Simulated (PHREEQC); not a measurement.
Make-up at 50 °C: 7.8 mmol/kgw NaOH and 0.039 mmol/kgw K2HPO4. Closed to the air; pH follows from the charge balance.

Equilibrium calculation in PHREEQC: ion-association model, wateq4f.dat.

No solid was allowed to form.

Q: Order these P species by the share of P that they hold, largest first: NaHPO4-, PO4-3, HPO4-2.

A: HPO4-2 (86 %), PO4-3 (13 %), NaHPO4- (0.89 %)

The pH is 11.12 and the ionic strength 0.00793 mol/kgw. Species that the database lacks are ignored. H3PO4, which wateq4f.dat lacks, is added to it with the constant of phreeqc.dat. Constants without temperature data keep their 25 °C values here.
